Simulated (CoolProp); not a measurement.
Vapour-liquid equilibrium of C2F6 (R116) (1) + propylene (2) at -14.55 °C; x and y are mole fractions of (1).

Values from CoolProp's multi-fluid Helmholtz-energy mixture model, Lemmon 2006 and Lemmon 2013; pair parameters Bell 2016.

Q: Give the bubble pressure and the first vapour's composition at x = 0.2, 0.5, 0.725. Is there an azeotrope?

A: x = 0.2: 0.9699 MPa, y = 0.625; x = 0.5: 1.154 MPa, y = 0.711; x = 0.725: 1.230 MPa, y = 0.785. y crosses x between x = 0.875 and 0.95: the model has an azeotrope there.

Pair parameters are fitted to limited data, so mixtures are less certain than the pure fluids. With so large a gap from Raoult's law the liquid may split in two, which this calculation doesn't test in full.
